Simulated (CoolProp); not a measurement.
Properties of R22 along the isobar 9380 kPa.

Model: reference Helmholtz-energy equation of state, Kamei 1995, in CoolProp.

```csv
T (K),phase,cp (kJ/(kg K)),speed of sound (m/s),isothermal compressibility (1/MPa),expansivity (1/kK),conductivity (mW/(m K))
201.7,liquid,1.054,1029,0.0009955,1.708,132
234.5,liquid,1.072,887.7,0.001450,1.907,117
267.3,liquid,1.115,749.3,0.002230,2.224,103
300.2,liquid,1.184,612.7,0.003720,2.738,89.7
333,liquid,1.294,476.0,0.007171,3.698,76.7
365.8,liquid,1.532,332.7,0.01933,6.237,63.2
398.7,supercritical,2.218,198.2,0.1029,15.74,48.0
431.5,supercritical,1.682,174.1,0.1726,11.89,35.7
464.3,supercritical,1.263,191.1,0.1454,6.666,32.5
497.2,supercritical,1.127,207.3,0.1311,4.660,32.9
```

The peak of cp marks the crossing from liquid-like to gas-like fluid above the critical point.

Thermal conductivity comes from a separate model (McLinden 2000), an estimate that may be off by 10 % or more.
